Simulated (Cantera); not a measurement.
An isothermal, constant-pressure homogeneous reactor starts with H₂ : O₂ : N₂ = 1.1 : 1 : 2.4 (molar parts), equivalence ratio 0.55, at 1400 K and 0.610 bar.

Detailed kinetics in Cantera: GRI-Mech 3.0 (53 species, 325 reactions). The temperature is held fixed by assumption; the heat of reaction is taken as removed at once.

x: mole fraction; the columns are a selection and need not sum to one.

| t (s) | x H₂ | x O₂ | x NO | x N₂O | x O |
|---|---|---|---|---|---|
| 8.00e-6 | 0.244 | 0.222 | <1e-12 | <1e-12 | 2.19e-6 |
| 2.76e-5 | 0.0464 | 0.128 | 2.72e-6 | ? | 0.0302 |
| 9.55e-5 | 0.00721 | 0.114 | 1.76e-5 | ? | 0.00535 |
| 0.000330 | 0.000476 | 0.114 | 1.80e-5 | ? | 0.000306 |
| 0.00114 | 3.86e-5 | 0.114 | 1.79e-5 | 2.24e-7 | 2.81e-5 |
| 0.00394 | 5.59e-6 | 0.114 | 1.80e-5 | 2.30e-7 | 4.72e-6 |
| 0.0136 | 1.29e-6 | 0.114 | 1.80e-5 | 2.15e-7 | 1.16e-6 |
| 0.0470 | 5.45e-7 | 0.114 | 1.80e-5 | ? | 4.75e-7 |
| 0.162 | 4.81e-7 | 0.114 | 1.80e-5 | ? | 4.12e-7 |
| 0.561 | 4.80e-7 | 0.114 | 1.80e-5 | 2.10e-8 | 4.12e-7 |
| 1.94 | 4.80e-7 | 0.114 | 1.80e-5 | 2.05e-8 | 4.12e-7 |
| 6.70 | 4.80e-7 | 0.114 | 1.80e-5 | 2.05e-8 | 4.12e-7 |
| 23.2 | 4.80e-7 | 0.114 | 1.80e-5 | 2.05e-8 | 4.12e-7 |
| 80.0 | 4.80e-7 | 0.114 | 1.81e-5 | 2.05e-8 | 4.12e-7 |

**Question.** Fill in the missing entries.

**Answer.** 
- 2.76e-5, x N₂O: 2.95e-8
- 9.55e-5, x N₂O: 1.24e-7
- 0.000330, x N₂O: 1.98e-7
- 0.0470, x N₂O: 1.58e-7
- 0.162, x N₂O: 5.94e-8
